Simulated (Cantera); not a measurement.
Mixture: 4.11 % C3H8, 13.7 % O2, 82.2 % N2, equivalence ratio 1.5, at 88000 Pa, adiabatic and at constant volume. Ignition delay is the time to a rise of 400 K.

Computed with Cantera and GRI-Mech 3.0 (53 species, 325 reactions). GRI-Mech 3.0 was tuned for natural gas; its chemistry of propane as a main component is partial and can be far from experiment.

**Question.** Predict: delay at 1025 K; delay at 1125 K; delay at 1225 K; delay at 1325 K; delay at 1425 K; delay at 1525 K; apparent activation energy between 1325 and 1525 K.

**Answer.** 
- delay at 1025 K: 0.483 s
- delay at 1125 K: 43.3 ms
- delay at 1225 K: 5.14 ms
- delay at 1325 K: 0.908 ms
- delay at 1425 K: 0.237 ms
- delay at 1525 K: 86.1 µs
- apparent activation energy between 1325 and 1525 K: 200 kJ/mol
